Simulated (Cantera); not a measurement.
Input: 1 mol SiHCl₃, 0.6 mol NH₃, 25 mol N₂, held at 1575 K and 7.50 Torr.

Equilibrium computed with Cantera from the NASA thermochemical tables; the gas is ideal and each condensed phase is pure. Candidate condensed phases: NH₄Cl, Si, Si₃N₄; 28 gas species. The tables' values for SiCl₃ are old estimates; treat these amounts as uncertain. Rates play no part.

Base state: N₂ 0.897, HCl 0.0499, SiCl₂ 0.0262, H₂ 0.0249, SiCl₃ 0.00130, SiCl₄ 0.000170, Cl 0.000104, H 6.56e-5 (mole fractions); condensed: Si₃N₄(s).

Task: What changes in the equilibrium state with this change: N₂ from 25 to 5.7 mol?

Result: 
```tsv
species	before	after
N₂	0.897	0.672
HCl	0.0499	0.150
H₂	0.0249	0.0854
SiCl₂	0.0262	0.0837
SiHCl₃	1.13e-5	0.000109
SiCl₄	0.000170	0.00143
SiCl₃	0.00130	0.00676
Si₃N₄(s), mol	0.0747	0.0657
```
The tables' values for SiCl₃, SiCl are old estimates; treat these amounts as uncertain.

Task: What changes in the equilibrium state with this change: temperature from 1575 K to 775 K?

Result: 
| species | before | after |
|---|---|---|
| N₂ | 0.897 | 0.906 |
| HCl | 0.0499 | 0.0644 |
| H₂ | 0.0249 | 0.0188 |
| SiCl₂ | 0.0262 | <1e-9 |
| SiCl₄ | 0.000170 | 0.0112 |
| Cl | 0.000104 | <1e-9 |
| H | 6.56e-5 | <1e-9 |
| Si₃N₄(s), mol | 0.0747 | 0.231 |

Task: What changes in the equilibrium state with this change: temperature from 1575 K to 873.15 K?

Result: 
| species | before | after |
|---|---|---|
| N₂ | 0.897 | 0.904 |
| HCl | 0.0499 | 0.0688 |
| H₂ | 0.0249 | 0.0166 |
| SiCl₂ | 0.0262 | 6.90e-9 |
| SiCl₄ | 0.000170 | 0.0101 |
| Cl | 0.000104 | <1e-9 |
| H | 6.56e-5 | <1e-9 |
| SiCl₃ | 0.00130 | 1.09e-6 |
| SiHCl₃ | 1.13e-5 | 5.26e-6 |
| Si₃N₄(s), mol | 0.0747 | 0.241 |
